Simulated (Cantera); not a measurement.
An isothermal, constant-pressure homogeneous reactor starts with 94.7 % CH4, 5.34 % CO2, at 2000 K and 0.132 atm.

Computed with Cantera and GRI-Mech 3.0 (53 species, 325 reactions). GRI-Mech 3.0 stops at C3 and has no aromatics, soot or wall deposition, so with more carbon than oxygen in the feed, carbon stays in small species such as C2H2 where larger ones or solid carbon would form.

One state of this run: x CH4 = 0.000585; x CO2 = 4.78e-10; x H2 = 0.719; x CO = 0.0534; x HCO = 9.64e-9; x CH2CO = 1.64e-8. x: mole fraction; the columns are a selection and need not sum to one.

Problem. Which value of t (s) does it belong to?
A) 3.17
B) 5.04e-5
C) 0.0126
D) 0.000318

Solution. A, 3.17
